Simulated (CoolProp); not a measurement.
Vapour-liquid equilibrium of carbon dioxide (1) + R134a (2) at -19.15 °C; x and y are mole fractions of (1).

Computed with CoolProp (multi-fluid Helmholtz-energy mixture model, Span 1996 and Tillner-Roth 1994; pair parameters Bell 2016).

| x | bubble pressure, mixture model (MPa) | bubble pressure, Raoult's law (MPa) | y, mixture model | y, Raoult's law |
|---|---|---|---|---|
| 0.05 | 0.2094 | 0.2319 | 0.361 | 0.436 |
| 0.125 | 0.3299 | 0.3732 | 0.616 | 0.677 |
| 0.2 | 0.4619 | 0.5145 | 0.742 | 0.786 |
| 0.275 | 0.6011 | 0.6558 | 0.815 | 0.848 |
| 0.35 | 0.7439 | 0.7971 | 0.861 | 0.888 |
| 0.425 | 0.8875 | 0.9384 | 0.893 | 0.916 |
| 0.5 | 1.030 | 1.080 | 0.916 | 0.936 |
| 0.575 | 1.172 | 1.221 | 0.934 | 0.952 |
| 0.65 | 1.313 | 1.362 | 0.949 | 0.965 |
| 0.725 | 1.454 | 1.504 | 0.961 | 0.975 |
| 0.8 | 1.599 | 1.645 | 0.973 | 0.983 |
| 0.875 | 1.749 | 1.786 | 0.983 | 0.990 |
| 0.95 | 1.909 | 1.928 | 0.993 | 0.996 |

The largest gap from Raoult's law is -11.6 % in bubble pressure, at x = 0.125. No azeotrope shows between x = 0.05 and 0.95.

The pair parameters rest on a limited set of measurements; away from them the model extrapolates.
